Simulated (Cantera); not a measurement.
A closed system holds: 1 mol Si, 2.8 mol NF3, 9.9 mol H2, equilibrated at 850 K and 0.440 bar.

Cantera equilibrium calculation (NASA polynomials, part measured and part estimated; ideal gas, pure solids and liquids). Candidate condensed phases: Si, Si3N4; 37 gas species. Equilibrium is a limit: real reactors are often held back by kinetics, nucleation or transport.

Question: What is the equilibrium state?

Answer: 
- x(H2): 0.531
- x(HF): 0.303
- x(N2): 0.0965
- x(SiF4): 0.0690
- x(NH3): 9.82e-5
- x(H2F2): 2.97e-6
- gas amount: 14.50 mol
- log10 activity of Si(s) (absent): -22.75
